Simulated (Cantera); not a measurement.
An isothermal, constant-pressure homogeneous reactor starts with NO : N2 = 1 : 8.4 (molar parts), at 1850 K and 11.3 Torr.

Detailed kinetics in Cantera: GRI-Mech 3.0 (53 species, 325 reactions). Radical loss at walls, strong at low pressure, is not modelled.

Problem. Predict: x(NO) at 200 s; x(NO2) at 200 s; x(N2O) at 200 s; x(N2) at 200 s; x(O2) at 200 s.

Solution. 
```json
{
  "x(NO) at 200 s": "0.0401 (gas-phase equilibrium 0.00267)",
  "x(NO2) at 200 s": "4.38e-6 (gas-phase equilibrium 3.68e-7)",
  "x(N2O) at 200 s": "5.45e-7 (gas-phase equilibrium 2.05e-8)",
  "x(N2) at 200 s": "0.927 (gas-phase equilibrium 0.945)",
  "x(O2) at 200 s": "0.0330 (gas-phase equilibrium 0.0517)"
}
```
